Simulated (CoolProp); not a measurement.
Vapour-liquid equilibrium of cyclohexane (1) + m-xylene (2) at 0.0628 MPa; x and y are mole fractions of (1).

The numbers come from the multi-fluid Helmholtz-energy mixture model, Zhou 2014 and Zhou 2012; pair parameters Bell 2016 in CoolProp.

| x | bubble temperature (K) | y at the bubble point | dew temperature at overall composition x (K) | liquid density (mol/L) |
|---|---|---|---|---|
| 0.05 | 387.6 | 0.241 | 393.8 | 7.375 |
| 0.15 | 375.6 | 0.532 | 390.7 | 7.557 |
| 0.25 | 367.0 | 0.688 | 387.3 | 7.715 |
| 0.35 | 360.5 | 0.781 | 383.6 | 7.859 |
| 0.45 | 355.5 | 0.842 | 379.4 | 7.993 |
| 0.55 | 351.4 | 0.885 | 374.7 | 8.124 |
| 0.65 | 348.1 | 0.918 | 369.3 | 8.253 |
| 0.75 | 345.1 | 0.944 | 362.8 | 8.384 |
| 0.85 | 342.5 | 0.968 | 354.8 | 8.518 |
| 0.95 | 340.0 | 0.989 | 344.5 | 8.657 |

No azeotrope shows between x = 0.05 and 0.95.

Pair parameters are fitted to limited data, so mixtures are less certain than the pure fluids.
